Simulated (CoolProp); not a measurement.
n-heptane along the isobar 97 bar: Z from the reference equation and from simpler models built on Tc = 268.1 °C, pc = 27.74 bar, ω = 0.349; each cubic takes its own stable root.

Model: reference Helmholtz-energy equation of state, Span 2003, in CoolProp. It is a short technical equation, of lower accuracy than the large ones.

```tsv
T (°C)	phase	reference	van der Waals	Redlich-Kwong
199.75	liquid	0.4602	0.7047	0.5269
213.85	liquid	0.4593	0.6956	0.5256
227.95	liquid	0.4598	0.6877	0.5255
242.15	liquid	0.4617	0.6808	0.5266
256.25	liquid	0.4652	0.6750	0.5290
270.35	supercritical	0.4704	0.6702	0.5328
284.45	supercritical	0.4775	0.6665	0.5380
298.65	supercritical	0.4869	0.6637	0.5447
312.75	supercritical	0.4985	0.6620	0.5529
326.85	supercritical	0.5126	0.6614	0.5626
```
